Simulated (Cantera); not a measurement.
A perfectly stirred reactor is fed with NH3 : N2 = 1 : 8.8 (molar parts), at 100000 Pa; it is held at 2075 K, and followed from long to short residence time.

Detailed kinetics in Cantera: the gas-phase N/H chemistry of the illustrative SiF4/NH3 mechanism in the Surface Chemkin manual (1991). Walls and surfaces, which speed up NH3 decomposition in real reactors, are not modelled.

Problem. What does this change do: NH3 1 to 5.1 parts?

Solution. 
```
quantity                  before    after
----------------------  --------  -------
x(NH3) at τ = 0.320 s    0.00633   0.0201
x(N2) at τ = 0.320 s       0.863    0.599
x(N) at τ = 0.320 s      1.32e-6  1.29e-6
x(N2H4) at τ = 0.320 s  8.78e-10  4.00e-9
x(H2) at τ = 0.320 s       0.130    0.380
x(NH3) at τ = 15.0 ms     0.0568    0.188
x(N2) at τ = 15.0 ms       0.882    0.615
x(N) at τ = 15.0 ms      1.26e-6  1.25e-6
x(N2H4) at τ = 15.0 ms   2.10e-8  9.34e-8
x(H2) at τ = 15.0 ms      0.0613    0.195
```

Problem. What does this change do: N2 8.8 to 0.98 parts?

Solution. 
| quantity | before | after |
|---|---|---|
| x(NH3) at τ = 0.320 s | 0.00633 | 0.0257 |
| x(N2) at τ = 0.320 s | 0.863 | 0.496 |
| x(N) at τ = 0.320 s | 1.32e-6 | 1.28e-6 |
| x(N2H4) at τ = 0.320 s | 8.78e-10 | 5.51e-9 |
| x(H2) at τ = 0.320 s | 0.130 | 0.477 |
| x(NH3) at τ = 15.0 ms | 0.0568 | 0.248 |
| x(N2) at τ = 15.0 ms | 0.882 | 0.496 |
| x(N) at τ = 15.0 ms | 1.26e-6 | 1.23e-6 |
| x(N2H4) at τ = 15.0 ms | 2.10e-8 | 1.31e-7 |
| x(H2) at τ = 15.0 ms | 0.0613 | 0.255 |
